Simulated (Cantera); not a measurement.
# Al₂O₃ + HF + H₂ (oxide etching and cleaning by halides)

Feed: 1 mol Al₂O₃, 1.2 mol HF, 8.7 mol H₂, held at 1123.15 K and 133 Pa.

Cantera equilibrium calculation (NASA polynomials, part measured and part estimated; ideal gas, pure solids and liquids). Candidate condensed phases: Al, AlF₃, Al₂O₃, H₂O; 38 gas species. Rates play no part.

```json
{
 "x(H₂)": "0.879",
 "x(HF)": "0.119",
 "x(H₂O)": "0.000921",
 "x(AlF₃)": "0.000496",
 "x(AlF₂O)": "0.000355",
 "x(H)": "1.10e-6",
 "n(Al₂O₃(s))": "0.996 mol",
 "gas_amount": "9.898 mol",
 "log10 activity of Al(l) (absent)": "-13.28"
}
```
